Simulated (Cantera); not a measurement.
Standard-state values (1 bar) from the NASA 1993 polynomials, evaluated with Cantera. Values are per mole of reaction as written; species without (g) are pure solids or liquids, kept so even where they would boil at 1 bar.

2 H2O(g) + 2 Fe(OH)2 = 2 Fe(OH)3 + H2(g)

| T (K) | ΔH° (kJ) | ΔS° (J/K) | ΔG° (kJ) | log10 K |
|---|---|---|---|---|
| 300 | -33.5 | -213.6 | 30.6 | -5.32 |
| 523 | -35.2 | -218.8 | 79.2 | -7.91 |
| 623 | (withheld) | (withheld) | (withheld) | (withheld) |
| 723 | -32.1 | -213.9 | 122.5 | -8.85 |
| 823 | -29.8 | -210.9 | 143.7 | -9.12 |
| 923 | -27.2 | -207.9 | 164.7 | -9.32 |
| 1023 | -24.2 | -204.9 | 185.3 | -9.46 |
| 1123 | (withheld) | (withheld) | (withheld) | (withheld) |
| 1223 | (withheld) | (withheld) | (withheld) | (withheld) |
| 1323 | (withheld) | (withheld) | (withheld) | (withheld) |
| 1423 | -10.1 | -193.3 | 264.9 | -9.72 |

Problem. What belongs in the gaps?

Solution. 
- 623, ΔH° (kJ): -34.0
- 623, ΔS° (J/K): -216.7
- 623, ΔG° (kJ): 101.0
- 623, log10 K: -8.47
- 1123, ΔH° (kJ): -21.0
- 1123, ΔS° (J/K): -201.8
- 1123, ΔG° (kJ): 205.7
- 1123, log10 K: -9.57
- 1223, ΔH° (kJ): -17.5
- 1223, ΔS° (J/K): -198.9
- 1223, ΔG° (kJ): 225.7
- 1223, log10 K: -9.64
- 1323, ΔH° (kJ): -13.9
- 1323, ΔS° (J/K): -196.0
- 1323, ΔG° (kJ): 245.4
- 1323, log10 K: -9.69
